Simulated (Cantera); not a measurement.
Charge: 1 mol SiC, 0.014 mol C, 2.9 mol N₂, equilibrated at 1 atm.

Equilibrium computed with Cantera from the NASA thermochemical tables; the gas is ideal and each condensed phase is pure. Candidate condensed phases: C, Si, SiC, Si₃N₄; 20 gas species. The numbers say what is thermodynamically allowed, not how fast it happens.

**Question.** Which condensed phases are stable at each of these points (T (K)): 1625, 1725, 1825, 1925, 2025, 2125, 2225, 2325, 2425, 2525, 2625, 2725, 2825, 2925?

**Answer.** 
```tsv
T (K)	condensed phases	Si condensed (%)
1625	C(graphite) + Si₃N₄(s)	100.0
1725	C(graphite) + SiC(s)	100.0
1825	C(graphite) + SiC(s)	100.0
1925	C(graphite) + SiC(s)	100.0
2025	C(graphite) + SiC(s)	100.0
2125	C(graphite) + SiC(s)	100.0
2225	C(graphite) + SiC(s)	100.0
2325	C(graphite) + SiC(s)	99.9
2425	C(graphite) + SiC(s)	99.8
2525	C(graphite) + SiC(s)	99.3
2625	C(graphite) + SiC(s)	98.0
2725	C(graphite) + SiC(s)	94.7
2825	C(graphite) + SiC(s)	86.7
2925	C(graphite) + SiC(s)	67.3
```

At 1625 K the condensed part is C(graphite) + Si₃N₄(s). From 1725 K to 2925 K the condensed part is C(graphite) + SiC(s).
